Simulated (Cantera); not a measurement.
## Stirred combustor or abatement burner

A perfectly stirred reactor is fed with 15.4 % CH₃OH, 17.7 % O₂, 66.9 % N₂, equivalence ratio 1.3, at 473 Torr; it is adiabatic with a 600 K inlet, and is followed from long to short residence time, starting on the burning branch (τ in s: 0.25, 0.084, 0.028, 0.0094, 0.0032, 0.0011, 0.00036, 0.00012, 4e-05, 1.4e-05).

Model: GRI-Mech 3.0 (53 species, 325 reactions), integrated in Cantera. GRI-Mech 3.0 was tuned for natural gas; its chemistry of methanol as a main component is partial and can be far from experiment.

| τ (s) | T (K) | x CH₃OH | x O₂ | x NO | x CH₂CO | x O | x CO₂ | x H₂O |
|---|---|---|---|---|---|---|---|---|
| 0.25 | 2260 | 4.96e-7 | 0.000441 | 0.000427 | 4.94e-10 | 0.000151 | 0.0744 | 0.234 |
| 0.084 | 2244 | 1.14e-6 | 0.000764 | 0.000397 | 8.78e-10 | 0.000261 | 0.0740 | 0.232 |
| 0.028 | 2216 | 2.48e-6 | 0.00144 | 0.000315 | 1.52e-9 | 0.000504 | 0.0733 | 0.229 |
| 0.0094 | 2172 | 5.35e-6 | 0.00263 | 0.000214 | 2.94e-9 | 0.000952 | 0.0722 | 0.225 |
| 0.0032 | 2115 | 1.20e-5 | 0.00428 | 0.000137 | 6.85e-9 | 0.00160 | 0.0706 | 0.220 |
| 0.0011 | 2056 | 2.89e-5 | 0.00625 | 8.97e-5 | 2.08e-8 | 0.00230 | 0.0687 | 0.215 |
| 0.00036 | 2000 | 8.18e-5 | 0.00891 | 5.89e-5 | 9.92e-8 | 0.00279 | 0.0654 | 0.211 |
| 0.00012 | 1936 | 0.000280 | 0.0147 | 3.44e-5 | 7.77e-7 | 0.00269 | 0.0565 | 0.209 |
| 4.0e-5 | 600 | 0.154 | 0.177 | <1e-12 | <1e-12 | <1e-12 | <1e-12 | <1e-12 |
| 1.4e-5 | 600 | 0.154 | 0.177 | <1e-12 | <1e-12 | <1e-12 | <1e-12 | <1e-12 |
x: mole fraction; the columns are a selection and need not sum to one.
